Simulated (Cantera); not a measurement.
A closed system holds: 1 mol Si₂Cl₆, 36 mol NH₃, 95 mol H₂, held at 1998 K and 4.40 mbar.

Method: chemical equilibrium by Gibbs-energy minimisation in Cantera with the NASA 1993 tables (ideal gas, pure condensed phases). The feed counts by its element totals alone. The tables' values for SiCl, SiN are old estimates; treat these amounts as uncertain. Gases not in the tables: Si₂H₆ and higher silanes. Rates play no part.

```
species       before     after
----------  --------  --------
H₂             0.833     0.668
N₂             0.104     0.234
HCl           0.0293    0.0543
SiCl₂        0.00209    0.0106
H             0.0221    0.0198
SiCl₃        1.03e-6   1.08e-5
SiCl        0.000522   0.00128
Si₂N         5.08e-5  0.000107
Cl          0.000578   0.00120
SiN          4.57e-5   8.11e-5
Si₃          1.29e-5   2.14e-5
Si(l), mol         0     0.267
```
Gas species are given as mole fractions.

**Question.** Which change was made?
A. temperature from 1998 K to 1700 K
B. H₂ from 95 to 0.25 mol
C. H₂ from 95 to 45 mol
D. NH₃ from 36 to 1.5 mol

**Answer.** B, H₂ from 95 to 0.25 mol. The tables' values for SiCl, SiN, SiCl₃ are old estimates; treat these amounts as uncertain
